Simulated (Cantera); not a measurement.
Input: 1 mol Si, 1.8 mol HCl, 3.9 mol H2, held at 1073 K.

Equilibrium computed with Cantera from the NASA thermochemical tables; the gas is ideal and each condensed phase is pure. Candidate condensed phases: Si; 19 gas species. Gases not in the tables: Si2H6 and higher silanes. Kinetics and transport are ignored.

Q: What share of the Si ends up in condensed phases as a function of P (Pa), at 10000, 19000, 36000, 67000, 130000, 240000, 450000, 840000, 1600000, 3000000?

A: 
```tsv
P (Pa)	Si condensed (%)	as
10000	55.3	Si(s)
19000	54.4	Si(s)
36000	53.4	Si(s)
67000	52.5	Si(s)
130000	51.4	Si(s)
240000	50.3	Si(s)
450000	49.2	Si(s)
840000	48.0	Si(s)
1600000	46.6	Si(s)
3000000	45.2	Si(s)
```
